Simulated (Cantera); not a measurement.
## (CH3)2SiCl2 + H2 (silicon carbide growth)

Feed: 1 mol (CH3)2SiCl2, a varied amount of H2, held at 2098.15 K and 100000 Pa.

Equilibrium computed with Cantera from the NASA thermochemical tables; the gas is ideal and each condensed phase is pure. Candidate condensed phases: C, C6H6, C7H8, C8H18, Si, SiC; 109 gas species. The feed counts by its element totals alone. The tables' values for SiCl3, SiCl are old estimates; treat these amounts as uncertain. Gases not in the tables: Si2H6 and higher silanes. The numbers say what is thermodynamically allowed, not how fast it happens.

```tsv
n(H2) (mol)	x H2	x HCl	x SiCl2	x H	x SiCl3	x C2H2 (acetylene)	x Cl	n C(graphite)	n SiC(s)
1.4	0.655	0.314	0.0250	0.00249	0.00160	0.000936	0.000879	1.13	0.855
2.2	0.695	0.280	0.0188	0.00257	0.00104	0.000993	0.000762	1.11	0.876
3.3	0.737	0.244	0.0134	0.00264	0.000631	0.00105	0.000644	1.09	0.896
4.9	0.781	0.205	0.00893	0.00272	0.000342	0.00112	0.000525	1.06	0.916
7.3	0.825	0.165	0.00547	0.00280	0.000164	0.00118	0.000411	1.04	0.935
11	0.866	0.126	0.00307	0.00287	6.90e-5	0.00124	0.000308	1.01	0.952
16	0.897	0.0961	0.00171	0.00292	2.87e-5	0.00128	0.000230	0.979	0.964
25	0.927	0.0671	0.000806	0.00297	9.28e-6	0.00132	0.000158	0.939	0.975
37	0.947	0.0478	0.000401	0.00300	3.25e-6	0.00135	0.000111	0.894	0.982
55	0.962	0.0334	0.000193	0.00302	1.08e-6	0.00137	7.72e-5	0.831	0.986
83	0.972	0.0227	8.83e-5	0.00304	3.36e-7	0.00139	5.22e-5	0.738	0.989
120	0.979	0.0160	4.33e-5	0.00305	1.16e-7	0.00140	3.66e-5	0.618	0.990
```
x: gas mole fraction; n: condensed amount in mol.

From 1.4 mol H2 to 120 mol H2 the condensed part is C(graphite) + SiC(s). The main Si-bearing gas is SiCl2 throughout. The share of Si in condensed phases is highest at 120 mol H2 (99.0 %) and lowest at 1.4 mol H2 (85.5 %).
